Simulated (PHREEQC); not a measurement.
Synthetic water in mg/kgw, 25 °C, pH 6.4, pe 11.8:

| constituent | mg/kgw |
|---|---|
| Na | 0.00325 |
| K | 0.00775 |
| Ca | 0.0152 |
| Mg | 0.00503 |
| Cl | 0.00778 |
| S(6) as SO4 | 0.0212 |
| Alkalinity as HCO3 | 0.0494 |
| Si as SiO2 | 5.53e-05 |
| F | 7.79e-05 |

Valence states are taken as typed.

All values are PHREEQC results (ion-association model, phreeqc.dat), not measurements.

| quantity | before | after |
|---|---|---|
| ionic strength (mol/kgw) | 2.70e-6 | 5.47e-6 |
| HCO3- (mol/kgw) | 1.18e-6 | 3.98e-6 |
| CO2 (mol/kgw) | 1.06e-6 | 2.82e-5 |
| CO3-2 (mol/kgw) | 1.40e-10 | 5.95e-11 |
| CaSO4 (mol/kgw) | 1.46e-11 | 1.45e-11 |
| SI of Quartz (SiO2) | -5.06 | -5.06 |

Q: Which change was made?
(A) temperature from 25 to 15 °C at the same typed pH
(B) pH from 6.4 to 5.5 at the same alkalinity
(C) all concentrations times 4 at the same typed pH
(D) Alkalinity from 0.0494 to 0.148 mg/kgw

A: B, pH from 6.4 to 5.5 at the same alkalinity

No solid was allowed to form. SiF6-2 is the database's only silicon fluoride.
